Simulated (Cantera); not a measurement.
Mixture: 2.50 % CH4, 0.400 % C2H6, 0.350 % C3H8, 19.9 % O2, 74.7 % N2, 2.15 % H2O, equivalence ratio 0.41, at 0.740 bar, adiabatic and at constant pressure. Ignition delay is the time to a rise of 400 K.

Computed with Cantera and GRI-Mech 3.0 (53 species, 325 reactions).

Predict: delay at 1123 K; delay at 1223 K; delay at 1323 K; delay at 1423 K; apparent activation energy between 1373 and 1473 K.


```
Quantity                                                 Value
--------------------------------------------------  ----------
delay at 1123 K                                        10.0 ms
delay at 1223 K                                        2.33 ms
delay at 1323 K                                       0.689 ms
delay at 1423 K                                       0.255 ms
apparent activation energy between 1373 and 1473 K  150 kJ/mol
```
